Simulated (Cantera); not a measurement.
# Gas-phase reforming

An isothermal, constant-pressure homogeneous reactor starts with 47.5 % CH₄, 52.2 % H₂O, 0.351 % N₂, at 1673 K and 0.987 atm.

Model: GRI-Mech 3.0 (53 species, 325 reactions), integrated in Cantera.

| t (s) | x CH₄ | x H₂O | x CH₂CO | x O₂ | x H | x OH |
|---|---|---|---|---|---|---|
| 1.00e-5 | 0.474 | 0.522 | <1e-12 | <1e-12 | 6.91e-7 | 5.56e-7 |
| 4.76e-5 | 0.473 | 0.522 | 4.53e-12 | <1e-12 | 9.84e-7 | 1.87e-6 |
| 0.000227 | 0.467 | 0.521 | 7.06e-9 | 1.10e-11 | 2.44e-6 | 3.54e-6 |
| 0.00108 | 0.423 | 0.509 | 3.68e-6 | 1.69e-10 | 1.14e-5 | 4.73e-6 |
| 0.00514 | 0.292 | 0.459 | 4.70e-5 | 2.24e-10 | 3.15e-5 | 3.64e-6 |
| 0.0245 | 0.134 | 0.391 | 6.94e-5 | 6.03e-11 | 5.67e-5 | 2.99e-6 |
| 0.117 | 0.0489 | 0.315 | 5.72e-5 | 3.13e-11 | 7.90e-5 | 2.49e-6 |
| 0.556 | 0.0313 | 0.201 | 2.18e-5 | 1.26e-11 | 8.78e-5 | 1.47e-6 |
| 2.65 | 0.0182 | 0.0931 | 3.85e-6 | 3.13e-12 | 9.37e-5 | 6.28e-7 |
| 12.6 | 0.00763 | 0.0394 | 4.33e-7 | <1e-12 | 9.68e-5 | 2.57e-7 |
| 60.0 | 0.00155 | 0.0240 | 4.00e-8 | <1e-12 | 9.79e-5 | 1.55e-7 |
x: mole fraction; the columns are a selection and need not sum to one.

Equilibrium at this temperature and pressure: CH₄ 2.86e-6, H₂O 0.0221, CH₂CO 6.15e-11, O₂ <1e-12, H 9.82e-5, OH 1.43e-7 (gas phase only).
